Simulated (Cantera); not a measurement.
**Si₂Cl₆ + NH₃ + H₂ + HCl (silicon nitride deposition)**

Feed: 1 mol Si₂Cl₆, 15 mol NH₃, 2.6 mol H₂, 0.005 mol HCl, held at 3.90 mbar.

Cantera equilibrium calculation (NASA polynomials, part measured and part estimated; ideal gas, pure solids and liquids). Candidate condensed phases: NH₄Cl, Si, Si₃N₄; 28 gas species. The feed counts by its element totals alone. The tables' values for SiCl, SiCl₃, SiN are old estimates; treat these amounts as uncertain. Gases not in the tables: Si₂H₆ and higher silanes. Equilibrium is a limit: real reactors are often held back by kinetics, nucleation or transport.

From 1323 K to 1623 K the condensed part is Si₃N₄(s). At 1673 K the condensed part is Si(s). From 1723 K to 1973 K the condensed part is Si(l). The main Si-bearing gas is SiCl₂ throughout. The share of Si in condensed phases is highest at 1323 K (97.0 %) and lowest at 1973 K (18.5 %).

```
T (K)  log p H₂  log p N₂  log p HCl  log p SiCl₂  log p H  n Si₃N₄(s)  n Si(s)  n Si(l)
-----  --------  --------  ---------  -----------  -------  ----------  -------  -------
1323      -2.60     -3.15      -3.18        -5.24    -7.10       0.646        0        0
1373      -2.60     -3.15      -3.19        -4.89    -6.78       0.625        0        0
1423      -2.60     -3.14      -3.21        -4.59    -6.48       0.585        0        0
1473      -2.59     -3.14      -3.24        -4.33    -6.20       0.523        0        0
1523      -2.59     -3.13      -3.28        -4.13    -5.93       0.441        0        0
1573      -2.59     -3.12      -3.34        -3.98    -5.69       0.345        0        0
1623      -2.59     -3.11      -3.41        -3.86    -5.45       0.247        0        0
1673      -2.59     -3.09      -3.47        -3.80    -5.24           0    0.535        0
1723      -2.59     -3.09      -3.47        -3.81    -5.03           0        0    0.547
1773      -2.59     -3.09      -3.46        -3.82    -4.84           0        0    0.569
1823      -2.59     -3.09      -3.45        -3.83    -4.66           0        0    0.577
1873      -2.60     -3.09      -3.44        -3.85    -4.49           0        0    0.560
1923      -2.60     -3.09      -3.44        -3.86    -4.33           0        0    0.501
1973      -2.61     -3.09      -3.44        -3.88    -4.17           0        0    0.370
```
log p: log10 of the partial pressure in bar; n: condensed amount in mol.
